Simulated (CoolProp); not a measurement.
Vapour-liquid equilibrium of ethane (1) + propane (2) at -39.95 °C; x and y are mole fractions of (1).

Computed with CoolProp (multi-fluid Helmholtz-energy mixture model, Bücker 2006 and Lemmon 2009; pair parameters Kunz 2012).

```tsv
x	bubble pressure (MPa)	y at the bubble point	dew pressure at overall composition x (MPa)	liquid density (mol/L)
0.05	0.1414	0.243	0.1165	___
0.125	0.1862	0.461	0.1251	13.45
0.2	___	0.595	0.1350	13.65
0.275	0.2763	0.688	0.1466	13.86
0.35	0.3225	0.756	0.1604	14.07
0.425	0.3698	0.808	0.1770	14.27
0.5	___	0.850	0.1973	14.48
0.575	0.4686	0.885	0.2229	14.69
0.65	0.5203	0.913	0.2558	14.90
0.725	0.5734	0.937	0.2997	15.11
0.8	0.6279	0.958	0.3613	15.32
0.875	___	0.975	0.4535	15.52
0.95	0.7404	0.991	0.6063	15.71
```

**Question.** Some entries are withheld; supply them.

**Answer.** 
- 0.05, liquid density (mol/L): 13.25
- 0.2, bubble pressure (MPa): 0.2310
- 0.5, bubble pressure (MPa): 0.4185
- 0.875, bubble pressure (MPa): 0.6836

No azeotrope shows between x = 0.05 and 0.95.

The pair parameters rest on a limited set of measurements; away from them the model extrapolates.
